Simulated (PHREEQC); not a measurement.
0.049 g of hydrous ferric oxide (600 m²/g; 0.2 weak and 0.005 strong sites per Fe, Dzombak-Morel constants, diffuse double layer) in 1 kg of water with 0.001 mol/kgw of an inert sodium salt and 0.0068 mmol/kgw Na2HAsO4 and 0.016 mmol/kgw CuCl2, at 25 °C; the pH is set by adding NaOH or the inert anion's acid. Oxygen is held at 0.21 atm. The system is closed to CO2. Precipitation was switched off in this run.

Equilibrium calculation in PHREEQC: ion-association model, wateq4f.dat.

| pH | As sorbed (%) | Cu sorbed (%) | surface charge σ (C/m²) | surface potential ψ (mV) |
|---|---|---|---|---|
| 3 | 100.0 | 0.0 | 0.230 | 228 |
| 3.38 | 100.0 | 0.0 | 0.172 | 222 |
| 3.75 | 100.0 | 0.2 | 0.125 | 210 |
| 4.5 | 100.0 | 3.3 | 0.064 | 180 |
| 4.88 | 100.0 | 10.9 | 0.045 | ___ |
| 5.25 | 100.0 | 24.8 | 0.032 | 145 |
| 5.62 | 100.0 | 50.0 | 0.023 | 128 |
| 6.38 | 100.0 | 94.3 | 0.011 | 93 |
| 6.75 | 100.0 | ___ | 0.007 | 73 |
| 7.12 | 100.0 | 99.1 | 0.005 | 52 |
| 7.5 | 100.0 | 99.3 | ___ | 31 |
| 8.25 | ___ | 99.3 | -0.001 | -12 |
| 8.62 | ___ | 99.3 | -0.003 | -33 |
| 9 | 91.0 | 99.2 | -0.005 | -54 |

Problem. Fill in the missing entries.

Solution. 
- 4.88, surface potential ψ (mV): 162
- 6.75, Cu sorbed (%): 98.3
- 7.5, surface charge σ (C/m²): 0.002
- 8.25, As sorbed (%): 99.5
- 8.62, As sorbed (%): 97.8

The database has no arsenate complexes of Cu. The database's constant for dissolved Cu(OH)2 is higher than later reviews accept. The oxide is taken as insoluble; below pH 4 it would dissolve.
